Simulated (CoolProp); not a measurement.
Vapour-liquid equilibrium of R134a (1) + methanol (2) at 0.46 MPa; x and y are mole fractions of (1).

Values from CoolProp's multi-fluid Helmholtz-energy mixture model, Tillner-Roth 1994 and de Reuck 1993; pair parameters Bell 2016.

```csv
x,bubble temperature (K),y at the bubble point,dew temperature at overall composition x (K),liquid density (mol/L)
0.05,?,0.645,379.9,?
0.15,319.6,0.897,376.2,?
0.25,309.2,0.938,372.2,20.09
0.35,304.3,0.953,367.7,18.81
0.45,301.3,0.961,362.6,17.59
0.55,298.7,0.967,356.7,16.45
0.65,?,0.974,349.6,15.39
0.75,293.7,0.980,340.6,14.42
0.85,?,0.988,328.1,13.51
0.95,287.9,0.996,305.2,?
```

Q: Some entries are withheld; supply them.

A: 
- 0.05, bubble temperature (K): 350.1
- 0.05, liquid density (mol/L): 22.05
- 0.15, liquid density (mol/L): 21.32
- 0.65, bubble temperature (K): 296.3
- 0.85, bubble temperature (K): 290.9
- 0.95, liquid density (mol/L): 12.66

No azeotrope shows between x = 0.05 and 0.95.

The pair parameters rest on a limited set of measurements; away from them the model extrapolates. With so large a gap from Raoult's law the liquid may split in two, which this calculation doesn't test in full.
